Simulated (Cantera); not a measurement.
Source: NASA polynomial tables (part measured, part estimated), evaluated in Cantera. Values are per mole of reaction as written; species without (g) are pure solids or liquids, kept so even where they would boil at 1 bar.

Task: Between 923 and 1323 K, where is each reaction favourable under standard conditions?
- Cr + 3 N₂O(g) = CrO₃(g) + 6 N(g)
- 4 Cr + N₂O(g) = 2 Cr₂N + O(g)

Result: 
- Cr + 3 N₂O(g) = CrO₃(g) + 6 N(g): ΔG° is 1821 kJ at 923 K and 1608 kJ at 1323 K; it stays positive (K < 1). ΔH° is 2314 kJ and ΔS° 534 J/K at 1323 K.
- 4 Cr + N₂O(g) = 2 Cr₂N + O(g): ΔG° is -71 kJ at 923 K and -73 kJ at 1323 K; it stays negative (K > 1). ΔH° is -63 kJ and ΔS° 7 J/K at 1323 K.
